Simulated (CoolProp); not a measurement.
Properties of R22 along the isobar 0.101 MPa.

Computed with CoolProp (reference Helmholtz-energy equation of state, Kamei 1995).

```
T (K)  phase  speed of sound (m/s)  Joule-Thomson coefficient (K/MPa)  viscosity (µPa s)  fugacity coefficient
-----  -----  --------------------  ---------------------------------  -----------------  --------------------
302.6    gas                 182.9                              20.73               14.0                0.9863
314.3    gas                 186.3                              18.47               14.5                0.9880
326.1    gas                 189.6                              16.53               15.1                0.9894
337.9    gas                 192.9                              14.89               15.6                0.9906
349.7    gas                 196.1                              13.47               16.2                0.9916
361.5    gas                 199.2                              12.25               16.7                0.9925
373.2    gas                 202.2                              11.20               17.2                0.9933
385      gas                 205.3                              10.27               17.7                0.9940
396.8    gas                 208.2                              9.455               18.3                0.9946
408.6    gas                 211.2                              8.733               18.8                0.9951
420.4    gas                 214.0                              8.092               19.3                0.9956
```

Viscosity comes from a separate model (Bell 2016), an estimate that may be off by 10 % or more.
